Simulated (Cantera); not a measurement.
Cantera run, input and output.

```python
import numpy as np
import cantera as ct

gas = ct.Solution("gri30.yaml")
gas.TPX = 1598, 100000, {'CH4': 1, 'H2': 12}
inlet = ct.Reservoir(gas, clone=True)

reactor = ct.IdealGasConstPressureReactor(gas, energy="off", clone=False)
exhaust = ct.Reservoir(gas, clone=True)
tau = [0.41, 0.17, 0.071, 0.03, 0.012, 0.0051, 0.0022, 0.0009, 0.00037, 0.00016][0]
for a, b in ((inlet, reactor), (reactor, exhaust)):
    ct.MassFlowController(a, b, mdot=lambda t: reactor.mass / tau)
net = ct.ReactorNet([reactor])
show = ['CH4', 'H2', 'C2H6', 'C2H4', 'C2H2']

rows = []
print(f"{'tau/s':>10s}{'T/K':>9s}" + "".join(f"{s:>11s}" for s in show))
for tau in [0.41, 0.17, 0.071, 0.03, 0.012, 0.0051, 0.0022, 0.0009, 0.00037, 0.00016]:
    net.initial_time = 0.0
    net.advance(30 * tau)
    before = gas.X
    net.advance(40 * tau)
    drift = np.max(np.abs(gas.X - before) / (gas.X + 1e-9))
    rows.append([gas.T, *gas[show].X, drift])
    print(f"{tau:10.3e}{gas.T:9.1f}" + "".join(f"{x:11.3e}" for x in gas[show].X))
```

It prints:

```
     tau/s      T/K        CH4         H2       C2H6       C2H4       C2H2
 4.100e-01   1598.0  5.450e-02  9.350e-01  9.406e-06  1.046e-03  9.363e-03
 1.700e-01   1598.0  6.272e-02  9.306e-01  1.093e-05  7.079e-04  5.867e-03
 7.100e-02   1598.0  6.926e-02  9.271e-01  1.231e-05  4.413e-04  3.087e-03
 3.000e-02   1598.0  7.320e-02  9.250e-01  1.316e-05  2.768e-04  1.411e-03
 1.200e-02   1598.0  7.531e-02  9.239e-01  1.342e-05  1.778e-04  5.288e-04
 5.100e-03   1598.0  7.619e-02  9.234e-01  1.309e-05  1.171e-04  1.779e-04
 2.200e-03   1598.0  7.658e-02  9.232e-01  1.201e-05  6.824e-05  4.784e-05
 9.000e-04   1598.0  7.676e-02  9.231e-01  9.602e-06  2.866e-05  8.018e-06
 3.700e-04   1598.0  7.684e-02  9.231e-01  5.658e-06  7.466e-06  7.464e-07
 1.600e-04   1598.0  7.688e-02  9.231e-01  1.971e-06  1.109e-06  3.629e-08
```

Model: GRI-Mech 3.0 (53 species, 325 reactions), integrated in Cantera. GRI-Mech 3.0 stops at C3 and has no aromatics, soot or wall deposition, so with more carbon than oxygen in the feed, carbon stays in small species such as C2H2 where larger ones or solid carbon would form.
